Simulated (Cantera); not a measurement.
A closed system holds: 1 mol SiCl4, 1.2 mol HCl, 90 mol H2, equilibrated at 0.370 bar.

These are equilibrium values from Cantera (NASA tables, ideal gas, pure condensed phases), not measurements of a reactor. Candidate condensed phases: Si; 19 gas species. Kinetics and transport are ignored.

### Question
What share of the Si ends up in condensed phases as a function of T (K), at 975, 1025, 1075, 1125, 1175, 1225, 1275, 1325, 1375, 1425, 1475, 1525, 1575?

### Answer
| T (K) | Si condensed (%) | as |
|---|---|---|
| 975 | 0.0 | - |
| 1025 | 0.0 | - |
| 1075 | 0.0 | - |
| 1125 | 0.0 | - |
| 1175 | 6.4 | Si(s) |
| 1225 | 17.1 | Si(s) |
| 1275 | 26.0 | Si(s) |
| 1325 | 32.2 | Si(s) |
| 1375 | 36.0 | Si(s) |
| 1425 | 37.7 | Si(s) |
| 1475 | 38.2 | Si(s) |
| 1525 | 38.0 | Si(s) |
| 1575 | 37.5 | Si(s) |
